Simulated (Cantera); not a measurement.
Cantera run:

```python
import numpy as np
import cantera as ct

gas_names = """
    H HO2 H2 H2O H2O2 O OH O2 O3 Si SiH SiH2 SiH3 SiH4 SiO SiO2 Si2 Si3
""".split()
cond_names = """
    H2O(s) H2O(L) Si(cr) Si(L) SiO2(Lqz) SiO2(hqz) SiO2(L)
""".split()


# ... load() reads the species with a 1 bar reference pressure and builds the phases ...
atoms = {
    'Si': {'Si': 1},
    'O2': {'O': 2},
    'H2': {'H': 2},
    'H2O': {'H': 2, 'O': 1},
}
top_T = {}  # K; cautious upper limits of use, not melting points


# ... equilibrate(T, P, feed) seeds the gas with the atoms and calls Mixture.equilibrate('TP', solver="vcs", rtol=1e-11, max_steps=5000) ...
results = []
feed = {'Si': 1, 'O2': 0.0011, 'H2': 4.2, 'H2O': 0.001}  # mol
T = 1048.15  # K
P = 0.84  # Pa
mix = equilibrate(T, P, feed)
results.append((T, P, feed, dict(zip(mix.species_names, mix.species_moles))))
print(gas.report(threshold=1e-05))
for i in range(1, mix.n_phases):
    print(f"{mix.phase(i).name:16s} {mix.phase_moles(i):12.5e} mol")
```

Output:

```
       temperature   1048.2 K
          pressure   0.84 Pa
           density   1.9603e-07 kg/m^3
  mean mol. weight   2.0337 kg/kmol
   phase of matter   gas

                          1 kg             1 kmol
                     ---------------   ---------------
          enthalpy        1.0869e+07        2.2104e+07  J
   internal energy        6.5835e+06        1.3389e+07  J
           entropy        1.3025e+05         2.649e+05  J/K
    Gibbs function       -1.2566e+08       -2.5555e+08  J
 heat capacity c_p             14945             30395  J/K
 heat capacity c_v             10857             22080  J/K

                      mass frac. Y      mole frac. X     chem. pot. / RT
                     ---------------   ---------------   ---------------
                H2           0.99086           0.99958           -29.312
               SiO         0.0091362        0.00042148           -58.519
     [  +16 minor]        1.3617e-06        2.6784e-06

Si(cr)            9.97514e-01 mol
SiO2(hqz)         7.14303e-04 mol
```

Equilibrium computed with Cantera from the NASA thermochemical tables; the gas is ideal and each condensed phase is pure. Mutual solubility and eutectic melting of coexisting phases are not modelled.
